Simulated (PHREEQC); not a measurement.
Synthetic water in mg/kgw, 55 °C, pH 5.73, pe 8:

```json
[
 {"constituent": "Na", "mg/kgw": "2700"},
 {"constituent": "K", "mg/kgw": "584"},
 {"constituent": "Ca", "mg/kgw": "198"},
 {"constituent": "Mg", "mg/kgw": "55.2"},
 {"constituent": "Cl", "mg/kgw": "5000"},
 {"constituent": "S(6) as SO4", "mg/kgw": "430"},
 {"constituent": "Alkalinity as HCO3", "mg/kgw": "1.69e-08"},
 {"constituent": "Cd", "mg/kgw": "83.9"}
]
```

Valence states are taken as typed.

Model: ion-association model, phreeqc.dat, run in PHREEQC.

```json
{
 "ionic_strength": "0.156 mol/kgw",
 "specific_conductance": "26200 µS/cm",
 "density": "0.992 g/cm³",
 "charge_balance_error": "-0.6 %"
}
```

| species | molality | activity | log γ |
|---|---|---|---|
| Cl- | 0.140 | 0.101 | -0.142 |
| Na+ | 0.117 | 0.0874 | -0.126 |
| K+ | 0.0148 | 0.0106 | -0.144 |
| Ca+2 | 0.00464 | 0.00151 | -0.489 |
| SO4-2 | 0.00309 | 0.000930 | -0.521 |
| Mg+2 | 0.00198 | 0.000681 | -0.464 |
| NaSO4- | 0.000645 | 0.000484 | -0.125 |

No solid was allowed to form. Constants without temperature data keep their 25 °C values here.
